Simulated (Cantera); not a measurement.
# Ammonia decomposition in nitride growth gas

An isothermal, constant-pressure homogeneous reactor starts with NH3 : N2 = 1 : 6.8 (molar parts), at 1975 K and 0.500 bar.

Detailed kinetics in Cantera: the gas-phase N/H chemistry of the illustrative SiF4/NH3 mechanism in the Surface Chemkin manual (1991). Walls and surfaces, which speed up NH3 decomposition in real reactors, are not modelled.

| t (s) | x NH3 | x N2H2 | x N2 | x N | x N2H4 | x NH2 | x NH |
|---|---|---|---|---|---|---|---|
| 4.00e-6 | 0.128 | 1.47e-11 | 0.872 | <1e-12 | 3.60e-12 | 3.76e-6 | 2.25e-10 |
| 1.56e-5 | 0.128 | 4.19e-10 | 0.872 | 2.62e-12 | 6.88e-11 | 1.57e-5 | 4.92e-9 |
| 6.12e-5 | 0.128 | 8.41e-9 | 0.872 | 2.05e-10 | 1.10e-9 | 6.23e-5 | 1.12e-7 |
| 0.000239 | 0.128 | 1.57e-7 | 0.872 | 4.46e-9 | 1.49e-8 | 0.000229 | 1.38e-6 |
| 0.000935 | 0.127 | 6.79e-7 | 0.871 | 2.67e-8 | 5.61e-8 | 0.000444 | 3.77e-6 |
| 0.00366 | 0.123 | 6.78e-7 | 0.870 | 1.11e-7 | 4.69e-8 | 0.000406 | 4.97e-6 |
| 0.0143 | 0.110 | 5.74e-7 | 0.866 | 3.61e-7 | 2.99e-8 | 0.000324 | 6.48e-6 |
| 0.0559 | 0.0726 | 3.39e-7 | 0.853 | 6.33e-7 | 1.36e-8 | 0.000219 | 6.60e-6 |
| 0.219 | 0.0171 | 6.17e-8 | 0.835 | 6.83e-7 | 1.68e-9 | 7.68e-5 | 4.02e-6 |
| 0.855 | 0.000295 | 3.34e-10 | 0.829 | 2.70e-7 | 3.83e-12 | 3.67e-6 | 5.52e-7 |
| 3.34 | 2.14e-5 | 2.44e-12 | 0.829 | 2.57e-8 | <1e-12 | 2.91e-7 | 4.80e-8 |
| 13.1 | 4.54e-6 | <1e-12 | 0.829 | 5.47e-9 | <1e-12 | 6.19e-8 | 1.02e-8 |
| 51.1 | 1.23e-6 | <1e-12 | 0.829 | 1.49e-9 | <1e-12 | 1.68e-8 | 2.78e-9 |
| 200 | 6.78e-7 | <1e-12 | 0.829 | 8.17e-10 | <1e-12 | 9.23e-9 | 1.52e-9 |
x: mole fraction; the columns are a selection and need not sum to one.

Equilibrium at this temperature and pressure: NH3 6.66e-7, N2H2 <1e-12, N2 0.829, N 8.03e-10, N2H4 <1e-12, NH2 9.08e-9, NH 1.50e-9 (gas phase only).
